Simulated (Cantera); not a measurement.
Cantera run:

```python
import numpy as np
import cantera as ct

gas_names = """
    H HNO HNO2 HNO3 HO2 H2 H2O H2O2 N NH NH2 NH3 NH2OH NO NO2 NO3 N2 N2H2 N2H4 N2O O OH O2 O3 Si SiH
    SiH2 SiH3 SiH4 SiN SiO SiO2 Si2 Si2N Si3
""".split()
cond_names = """
    H2O(s) H2O(L) Si(cr) Si(L) SiO2(Lqz) SiO2(hqz) SiO2(L) Si2N2O(s) Si3N4(a)
""".split()


# ... load() reads the species with a 1 bar reference pressure and builds the phases ...
atoms = {
    'SiH4': {'Si': 1, 'H': 4},
    'NO': {'N': 1, 'O': 1},
    'H2': {'H': 2},
}
top_T = {'Si2N2O(s)': 2100, 'Si3N4(a)': 2400}  # K; cautious upper limits of use, not melting points


# ... equilibrate(T, P, feed) seeds the gas with the atoms and calls Mixture.equilibrate('TP', solver="vcs", rtol=1e-11, max_steps=5000) ...
results = []
feed = {'SiH4': 1, 'NO': 0.93, 'H2': 0.14}  # mol
T = 1800  # K
for P in [5, 36, 260, 1900, 14000, 100000]:
    mix = equilibrate(T, P, feed)
    results.append((T, P, feed, dict(zip(mix.species_names, mix.species_moles))))

top = {s: max(r[3][s] / sum(r[3][g] for g in gas_names) for r in results) for s in gas_names}
cols = sorted((s for s in top if top[s] > 1e-06), key=lambda s: -top[s])[:6]
seen = [c for c in cond_names if any(r[3].get(c, 0) > 1e-12 for r in results)]
print("log10 of partial pressures in bar; condensed amounts in mol")
print(f"{'P/Pa':>10s}" + "".join(f"{s[:9]:>10s}" for s in cols + seen))
for T, P, feed, n in results:
    ng = sum(n[g] for g in gas_names)
    print(f"{P:10.4g}" + "".join(f"{np.log10(max(n[s] / ng * P / 1e5, 1e-99)):10.3f}" for s in cols)
          + "".join(f"{n.get(c, 0):10.4g}" for c in seen))
```

Result:

```
log10 of partial pressures in bar; condensed amounts in mol
      P/Pa        H2       SiO        N2         H        Si       H2O     Si(L)   SiO2(L) Si2N2O(s)
         5    -4.550    -4.898    -5.199    -5.721    -6.026   -11.828         0         0         0
        36    -3.674    -4.031    -4.332    -5.283    -5.498   -10.613   0.03679         0         0
       260    -2.807    -3.167    -3.468    -4.849    -5.498    -8.881   0.06519         0         0
      1900    -1.923    -2.318    -2.656    -4.408    -6.064    -6.583         0         0   0.06985
   1.4e+04    -0.912    -2.081    -2.047    -3.902    -6.909    -4.489         0     0.238    0.3086
     1e+05    -0.024    -2.328    -1.307    -3.458    -7.403    -3.356         0    0.2825    0.3535
```

Cantera equilibrium calculation (NASA polynomials, part measured and part estimated; ideal gas, pure solids and liquids). Mutual solubility and eutectic melting of coexisting phases are not modelled. The tables' values for SiN are old estimates; treat these amounts as uncertain. The tables hold silica as quartz up to 1696 K and as liquid above; real silica turns to tridymite and cristobalite and melts near 1996 K. Gases not in the tables: Si2H6 and higher silanes.
